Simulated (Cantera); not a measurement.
Charge: 1 mol Mg(OH)₂, 0.28 mol H₂, 0.01 mol H₂O, equilibrated at 1448.15 K and 18.0 Pa.

Method: chemical equilibrium by Gibbs-energy minimisation in Cantera with the NASA 1993 tables (ideal gas, pure condensed phases). Candidate condensed phases: H₂O, Mg, MgO, Mg(OH)₂; 15 gas species. Rates play no part.

### Question
What is the equilibrium state?

### Answer
```json
{
 "x(H₂O)": "0.783",
 "x(H₂)": "0.217",
 "x(H)": "0.000321",
 "x(OH)": "2.76e-5",
 "n(MgO(s))": "1.000 mol",
 "gas_amount": "1.290 mol",
 "log10 activity of Mg(l) (absent)": "-10.44"
}
```
